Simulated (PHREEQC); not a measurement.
0.16 g of hydrous ferric oxide (600 m²/g; 0.2 weak and 0.005 strong sites per Fe, Dzombak-Morel constants, diffuse double layer) in 1 kg of water with 0.01 mol/kgw of an inert sodium salt, at 25 °C; the pH is set by adding NaOH or the inert anion's acid. O2 is buffered at 0.21 atm. The system is closed to CO2. Precipitation was switched off in this run.

The numbers come from PHREEQC with the ion-association model, wateq4f.dat.

Problem. Predict surface charge σ (C/m²), surface potential ψ (mV) at pH = 4, 5.33, 6.67, 10.

Solution. 
```tsv
pH	surface charge σ (C/m²)	surface potential ψ (mV)
4	0.216	185
5.33	0.088	139
6.67	0.025	78
10	-0.040	-100
```
